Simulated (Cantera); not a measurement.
Mixture: CH4 : C2H6 : O2 : N2 = 1 : 0.16 : 1.83 : 6.88 (molar parts), at 750 Torr, adiabatic and at constant volume. Ignition delay is the time to a rise of 400 K.

Detailed kinetics in Cantera: GRI-Mech 3.0 (53 species, 325 reactions).

Q: What does this change do: N2 6.88 to 4.6 parts?

A: 
```csv
quantity,before,after
delay at 1175 K,4.82 ms,4.01 ms
delay at 1225 K,2.60 ms,2.09 ms
delay at 1275 K,1.50 ms,1.17 ms
delay at 1325 K,0.914 ms,0.698 ms
delay at 1375 K,0.571 ms,0.431 ms
delay at 1425 K,0.364 ms,0.273 ms
delay at 1475 K,0.236 ms,0.178 ms
apparent activation energy between 1375 and 1475 K,150 kJ/mol,150 kJ/mol
```

Q: What does this change do: pressure from 750 Torr to 23300 Torr?

A: 
| quantity | before | after |
|---|---|---|
| delay at 1175 K | 4.82 ms | 0.446 ms |
| delay at 1225 K | 2.60 ms | 0.232 ms |
| delay at 1275 K | 1.50 ms | 0.130 ms |
| delay at 1325 K | 0.914 ms | 76.5 µs |
| delay at 1375 K | 0.571 ms | 47.3 µs |
| delay at 1425 K | 0.364 ms | 30.4 µs |
| delay at 1475 K | 0.236 ms | 20.2 µs |
| apparent activation energy between 1375 and 1475 K | 150 kJ/mol | 140 kJ/mol |
The pressure lies above the range GRI-Mech 3.0 was tuned for (to about 10 atm).
